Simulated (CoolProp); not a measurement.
A simple Rankine cycle with n-heptane: condensing at 293.15 K, boiler at 0.0328 MPa, turbine inlet 377.4 K, turbine efficiency 0.8, pump efficiency 0.7, no recuperator. Each further row changes one setting.

The numbers come from the reference Helmholtz-energy equation of state, Span 2003 in CoolProp. It is a short technical equation, of lower accuracy than the large ones.

| case | thermal efficiency (%) | net work (kJ/kg) | heat in (kJ/kg) | turbine exit temperature (K) | volume ratio over the turbine |
|---|---|---|---|---|---|
| as stated | 8.9 | 46.2 | 520 | 352.9 | 6.58 |
| turbine inlet 397.4 K | 8.7 | 48.8 | 561 | 372.8 | 6.59 |
| condensing temperature 285.15 K | 10.4 | 55.9 | 537 | 347.6 | 9.97 |
| boiler pressure 0.023 MPa | 7.3 | 38.1 | 520 | 357.4 | 4.65 |
| turbine efficiency 0.7 | 7.8 | 40.4 | 520 | 355.9 | 6.64 |
